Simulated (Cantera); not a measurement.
Feed: 1 mol CHF3, 1 mol H2, equilibrated at 12.0 mbar.

Equilibrium computed with Cantera from the NASA thermochemical tables; the gas is ideal and each condensed phase is pure. Candidate condensed phases: C, C6H6, C7H8, C8H18; 95 gas species. Equilibrium is a limit: real reactors are often held back by kinetics, nucleation or transport.

x: gas mole fraction; n: condensed amount in mol.

```csv
T (°C),x HF,x H,x F,x C3,x CF,x C,n C(graphite)
2225,0.977,0.00909,0.0116,4.02e-5,0.000376,1.35e-5,0.998
2300,0.966,[?],[?],[?],[?],[?],0.996
2375,0.950,0.0211,0.0244,0.000363,0.00122,9.46e-5,0.991
2450,0.928,0.0309,0.0342,0.000992,0.00209,0.000231,0.981
2525,0.898,0.0439,0.0470,0.00257,0.00346,0.000537,0.958
2600,0.857,0.0609,0.0631,0.00631,0.00553,0.00120,0.906
2675,0.802,[?],[?],[?],[?],[?],[?]
2750,0.726,0.107,0.105,0.0332,0.0127,0.00525,0.532
2825,0.626,0.134,0.128,0.0670,0.0176,0.0102,0
```

**Question.** Fill in the missing entries.

**Answer.** 
- 2300, x H: 0.0141
- 2300, x F: 0.0170
- 2300, x C3: 0.000125
- 2300, x CF: 0.000689
- 2300, x C: 3.68e-5
- 2675, x H: 0.0821
- 2675, x F: 0.0824
- 2675, x C3: 0.0148
- 2675, x CF: 0.00854
- 2675, x C: 0.00255
- 2675, n C(graphite): 0.791
